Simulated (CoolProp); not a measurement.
Dry air along the isotherm 142.8 K: fugacity coefficient from the reference equation and from simpler models built on Tc = 132.5 K, pc = 37.86 bar, ω = 0.034; each cubic takes its own stable root.

Values from CoolProp's reference Helmholtz-energy equation of state, Lemmon 2000. It is a pseudo-pure fit of the blend.

```csv
p (bar),phase,reference,van der Waals,Soave-Redlich-Kwong,Peng-Robinson
14.6,gas,0.8985,0.9054,0.8971,0.8851
29.1,gas,0.8005,0.8120,0.7990,0.7784
43.7,supercritical,0.7024,0.7147,0.7023,0.6765
58.2,supercritical,0.6044,0.6126,0.6078,0.5805
72.8,supercritical,0.5249,0.5380,0.5317,0.5044
87.4,supercritical,0.4694,0.4879,0.4779,0.4503
102,supercritical,0.4296,0.4528,0.4390,0.4111
116,supercritical,0.4013,0.4286,0.4110,0.3826
131,supercritical,0.3782,0.4096,0.3880,0.3591
146,supercritical,0.3605,0.3959,0.3704,0.3407
160,supercritical,0.3476,0.3866,0.3574,0.3270
175,supercritical,0.3367,0.3795,0.3464,0.3151
189,supercritical,0.3288,0.3752,0.3382,0.3061
```
